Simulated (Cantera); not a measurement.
Mixture: CH4 : C2H6 : O2 : N2 : H2O : H2 = 1 : 0.2 : 4.91 : 31.9 : 1.6 : 1.4 (molar parts), at 1.00 bar, adiabatic and at constant volume. Ignition delay is the time to a rise of 400 K.

Cantera simulation using GRI-Mech 3.0 (53 species, 325 reactions); the numbers are that mechanism's predictions, not measurements.

### Question
Predict: delay at 1100 K; delay at 1200 K; delay at 1300 K; delay at 1400 K; delay at 1500 K; delay at 1600 K; delay at 1700 K; apparent activation energy between 1500 and 1700 K.

### Answer
| Property | Result |
|---|---|
| delay at 1100 K | 4.14 ms |
| delay at 1200 K | 0.892 ms |
| delay at 1300 K | 0.333 ms |
| delay at 1400 K | 0.154 ms |
| delay at 1500 K | 80.7 µs |
| delay at 1600 K | 46.9 µs |
| delay at 1700 K | 29.5 µs |
| apparent activation energy between 1500 and 1700 K | 110 kJ/mol |
